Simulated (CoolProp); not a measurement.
R134a at 262.92 K and 0.0886 MPa flows at 0.24 m/s in a round tube of 50 mm bore and 15 µm roughness, fully developed (64/Re and Nu = 3.66 if laminar; Colebrook and Gnielinski if turbulent). Each further row changes one setting.

Computed with CoolProp (reference Helmholtz-energy equation of state, Tillner-Roth 1994).

```tsv
case	Reynolds number	Darcy friction factor	pressure drop (Pa/m)	heat-transfer coefficient (W/(m² K))	mass flow (kg/h)
as stated	4900	0.0379	(withheld)	3.54	7.22
velocity 0.48 m/s	9800	(withheld)	0.309	6.54	(withheld)
diameter 100 mm	9800	(withheld)	(withheld)	3.24	(withheld)
```

Fill in the missing entries.


- as stated, pressure drop (Pa/m): 0.0931
- velocity 0.48 m/s, Darcy friction factor: 0.0315
- velocity 0.48 m/s, mass flow (kg/h): 14.4
- diameter 100 mm, Darcy friction factor: 0.0313
- diameter 100 mm, pressure drop (Pa/m): 0.0384
- diameter 100 mm, mass flow (kg/h): 28.9

Viscosity comes from a separate model (Huber 2003), an estimate that may be off by 10 % or more. Thermal conductivity comes from a separate model (McLinden 2000), an estimate that may be off by 10 % or more.
